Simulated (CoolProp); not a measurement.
Normal hydrogen along the isobar 74.5 bar: Z from the reference equation and from simpler models built on Tc = 33.1 K, pc = 12.96 bar, ω = -0.219; each cubic takes its own stable root.

Computed with CoolProp (reference Helmholtz-energy equation of state, Leachman 2009).

```csv
T (K),phase,reference,van der Waals,Redlich-Kwong,Soave-Redlich-Kwong,Peng-Robinson
29.6,liquid,0.8681,1.083,0.8119,0.8250,0.7395
42.4,supercritical,0.7645,0.9303,0.8136,(withheld),0.6977
55.3,supercritical,0.8317,(withheld),(withheld),0.8344,0.7672
68.2,supercritical,0.9257,0.9715,0.9944,0.9122,0.8490
81,supercritical,0.9831,1.009,1.033,0.9643,0.9063
93.9,supercritical,1.016,1.033,1.052,0.9963,0.9439
106.8,supercritical,(withheld),1.047,(withheld),1.016,0.9686
119.7,supercritical,1.044,1.056,1.066,1.028,(withheld)
132.5,supercritical,1.050,1.061,1.068,(withheld),0.9967
145.4,supercritical,1.054,1.064,1.067,1.040,1.005
158.3,supercritical,1.055,1.065,1.066,1.043,1.011
171.2,supercritical,1.055,1.065,1.065,1.045,1.015
184,supercritical,1.055,1.064,1.063,1.046,1.018
196.9,supercritical,1.054,1.064,1.061,1.046,1.020
```

**Question.** What belongs in the gaps?

**Answer.** 
- 42.4, Soave-Redlich-Kwong: 0.7699
- 55.3, van der Waals: 0.9274
- 55.3, Redlich-Kwong: 0.9195
- 106.8, reference: 1.034
- 106.8, Redlich-Kwong: 1.062
- 119.7, Peng-Robinson: 0.9853
- 132.5, Soave-Redlich-Kwong: 1.036
